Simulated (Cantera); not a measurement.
A closed system holds: 1 mol HCl, 0.18 mol H₂O, 1.1 mol H₂, at 1.28 Torr.

Cantera equilibrium calculation (NASA polynomials, part measured and part estimated; ideal gas, pure solids and liquids). Candidate condensed phases: H₂O; 14 gas species. The numbers say what is thermodynamically allowed, not how fast it happens.

log p: log10 of the partial pressure in bar; nothing condenses.

```tsv
T (°C)	log p H₂	log p HCl	log p H₂O	log p H	log p Cl	log p OH	log p O
1550	-3.09	-3.14	-3.88	-4.91	-5.07	-6.85	-8.78
1575	-3.09	-3.14	-3.88	-4.82	-4.99	-6.74	-8.59
1600	-3.09	-3.14	-3.88	[?]	[?]	[?]	[?]
1625	-3.09	-3.14	-3.88	-4.65	-4.82	-6.53	-8.21
1650	-3.09	-3.14	-3.88	-4.57	-4.75	-6.42	-8.03
1675	-3.10	-3.15	-3.88	-4.49	-4.67	-6.32	-7.85
1700	-3.10	-3.15	-3.88	[?]	[?]	[?]	[?]
1725	-3.10	-3.16	-3.88	-4.34	-4.53	-6.13	-7.51
1750	-3.10	-3.16	-3.89	-4.27	-4.46	-6.04	-7.35
1775	-3.11	-3.17	-3.89	-4.20	-4.39	-5.95	-7.19
1800	-3.11	-3.17	-3.89	-4.13	-4.33	-5.86	-7.03
```

**Question.** Complete the blanks.

**Answer.** 
- 1600, log p H: -4.74
- 1600, log p Cl: -4.90
- 1600, log p OH: -6.63
- 1600, log p O: -8.40
- 1700, log p H: -4.42
- 1700, log p Cl: -4.60
- 1700, log p OH: -6.23
- 1700, log p O: -7.68
